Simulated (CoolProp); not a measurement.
Properties of octamethylcyclotetrasiloxane (D4) along the isotherm 346.85 °C.

The numbers come from the reference Helmholtz-energy equation of state, Thol 2015 in CoolProp.

| p (kPa) | phase | cv (kJ/(kg K)) | isothermal compressibility (1/MPa) | fugacity coefficient |
|---|---|---|---|---|
| 44.9 | gas | 2.012 | 22.49 | 0.9906 |
| 89.8 | gas | 2.013 | 11.36 | 0.9812 |
| 135 | gas | 2.014 | 7.632 | 0.9717 |
| 180 | gas | 2.015 | 5.785 | 0.9624 |
| 225 | gas | 2.016 | 4.680 | 0.9530 |
| 269 | gas | 2.017 | 3.958 | ? |
| 314 | gas | 2.018 | 3.431 | 0.9347 |
| 359 | gas | 2.019 | 3.038 | 0.9255 |
| 404 | gas | 2.020 | 2.734 | ? |
| 449 | gas | 2.021 | 2.492 | 0.9071 |
| 494 | gas | 2.023 | ? | 0.8980 |
| 539 | gas | 2.024 | ? | ? |
| 584 | gas | 2.025 | 2.000 | 0.8798 |
| 629 | gas | 2.026 | ? | 0.8708 |
| 674 | gas | 2.028 | 1.787 | 0.8618 |

Question: Some entries are withheld; supply them.

Answer: 
- 269, fugacity coefficient: 0.9440
- 404, fugacity coefficient: 0.9163
- 494, isothermal compressibility (1/MPa): 2.297
- 539, isothermal compressibility (1/MPa): 2.135
- 539, fugacity coefficient: 0.8889
- 629, isothermal compressibility (1/MPa): 1.885
